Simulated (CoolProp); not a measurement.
Vapour-liquid equilibrium of R152A (1) + n-pentane (2) at 41.95 °C; x and y are mole fractions of (1).

Values from CoolProp's multi-fluid Helmholtz-energy mixture model, Outcalt 1996 and Thol 2019; pair parameters Bell 2016.

Question: Give the bubble pressure and the first vapour's composition at x = 0.2, 0.65, 0.95. Is there an azeotrope?

Answer: x = 0.2: 0.5035 MPa, y = 0.766; x = 0.65: 0.7952 MPa, y = 0.884; x = 0.95: 0.9333 MPa, y = 0.973. No azeotrope shows between x = 0.05 and 0.95.

Pair parameters are fitted to limited data, so mixtures are less certain than the pure fluids. With so large a gap from Raoult's law the liquid may split in two, which this calculation doesn't test in full.
